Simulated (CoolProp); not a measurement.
The fluid at 293.15 K and 3.61 MPa (liquid) is heated at constant pressure to 473.4 K. The same conditions are run with several fluids, on thermodynamics alone (safety and materials aside).

Model: reference Helmholtz-energy equation of state of each fluid (sulfur hexafluoride: Guder 2009; R410A: Lemmon 2003; c-C4F8 (RC318): Platzer 1990; benzene: Thol 2012), in CoolProp. The equations of Platzer and Polt are older, rougher fits. Blends and air are pseudo-pure fits.

| fluid | heat (kJ/kg) | final phase | final density (kg/m³) |
|---|---|---|---|
| sulfur hexafluoride | 218 | gas | 144 |
| R410A | 376 | gas | 72.5 |
| c-C4F8 (RC318) | 253 | supercritical | 235 |
| benzene | 363 | liquid | 666 |
